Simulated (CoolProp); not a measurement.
A closed Brayton cycle with carbon dioxide: compressor inlet 308.15 K and 8.5 MPa, high pressure 24.2 MPa, turbine inlet 635 K, compressor efficiency 0.8, turbine efficiency 0.9, recuperator effectiveness 0.9 (on enthalpy, no pinch check). Each further row changes one setting.

Values from CoolProp's reference Helmholtz-energy equation of state, Span 1996.

```
case                           thermal efficiency (%)  net work (kJ/kg)  compressor to turbine work  compressor exit (K)  turbine exit (K)
-----------------------------  ----------------------  ----------------  --------------------------  -------------------  ----------------
as stated                                        27.8              70.6                        0.29                342.6             526.6
turbine inlet 585 K                        (withheld)              59.9                  (withheld)                342.6             480.7
compressor inlet 318.15 K                  (withheld)        (withheld)                  (withheld)                397.2             526.6
high pressure 20.6 MPa                           26.6        (withheld)                        0.26           (withheld)             543.0
recuperator effectiveness 0.5              (withheld)              70.6                        0.29                342.6             526.6
```

### Question
Complete the blanks.

### Answer

- turbine inlet 585 K, thermal efficiency (%): 25.2
- turbine inlet 585 K, compressor to turbine work: 0.32
- compressor inlet 318.15 K, thermal efficiency (%): 24.3
- compressor inlet 318.15 K, net work (kJ/kg): 49.5
- compressor inlet 318.15 K, compressor to turbine work: 0.50
- high pressure 20.6 MPa, net work (kJ/kg): 63.2
- high pressure 20.6 MPa, compressor exit (K): 336.5
- recuperator effectiveness 0.5, thermal efficiency (%): 20.4
